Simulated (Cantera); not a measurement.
Mixture: CH4 : C2H6 : C3H8 : O2 : N2 = 1 : 0.086 : 0.041 : 4.11 : 15.4 (molar parts), at 1.00 bar, adiabatic and at constant pressure. Ignition delay is the time to a rise of 400 K.

Detailed kinetics in Cantera: GRI-Mech 3.0 (53 species, 325 reactions).

### Question
Predict: delay at 1125 K; delay at 1225 K; delay at 1325 K; delay at 1425 K; delay at 1525 K; delay at 1625 K; apparent activation energy between 1425 and 1625 K.

### Answer
- delay at 1125 K: 14.4 ms
- delay at 1225 K: 3.56 ms
- delay at 1325 K: 1.02 ms
- delay at 1425 K: 0.347 ms
- delay at 1525 K: 0.143 ms
- delay at 1625 K: 70.8 µs
- apparent activation energy between 1425 and 1625 K: 150 kJ/mol
